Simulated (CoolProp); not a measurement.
Tetrahydrofuran along the isobar 0.537 MPa: fugacity coefficient from the reference equation and from simpler models built on Tc = 267.0 °C, pc = 5.304 MPa, ω = 0.234; each cubic takes its own stable root.

Computed with CoolProp (reference Helmholtz-energy equation of state, Fiedler 2023).

```csv
T (°C),phase,reference
-24.35,liquid,0.002794
7.05,liquid,0.01749
38.45,liquid,0.07075
69.95,liquid,0.2108
101.35,liquid,0.4993
132.75,gas,0.9158
164.15,gas,0.9331
195.65,gas,0.9462
227.05,gas,0.9562
```

**Question.** How far does each simpler model (van der Waals, Redlich-Kwong, Soave-Redlich-Kwong, Peng-Robinson) lie from the reference over these 9 states: mean and median of the absolute difference, and the worst?

**Answer.** 
- van der Waals: mean 943.3 %, median 86.1 %, worst +5415.4 % at -24.35 °C and 0.537 MPa
- Redlich-Kwong: mean 50.4 %, median 47.8 %, worst +141.7 % at -24.35 °C and 0.537 MPa
- Soave-Redlich-Kwong: mean 1.4 %, median 0.2 %, worst -4.3 % at -24.35 °C and 0.537 MPa
- Peng-Robinson: mean 1.2 %, median 0.4 %, worst +6.3 % at -24.35 °C and 0.537 MPa

At some of these states van der Waals gives the other phase, because its saturation line lies elsewhere.
